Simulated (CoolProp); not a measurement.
A single-stage vapour-compression cycle with cyclohexane: evaporating at 319.15 K (dew point), condensing at 342.15 K (bubble point), superheat 2 K, subcooling 2 K, compressor efficiency 0.8, no pressure losses. Each further row changes one setting.

Model: reference Helmholtz-energy equation of state, Zhou 2014, in CoolProp.

```csv
case,cooling COP,pressure ratio,discharge temperature (K),refrigerating effect (kJ/kg),volumetric capacity (kJ/m³)
as stated,10.5,2.25,344.7,340,339
evaporating temperature 324.15 K,13.8,1.87,344.3,346,412
condensing temperature 337.15 K,13.6,1.91,339.9,350,349
subcooling 7 K,10.8,2.25,344.7,350,349
superheat 12 K,10.6,2.25,354.5,354,342
compressor efficiency 0.7,9.16,2.25,347.7,340,339
```
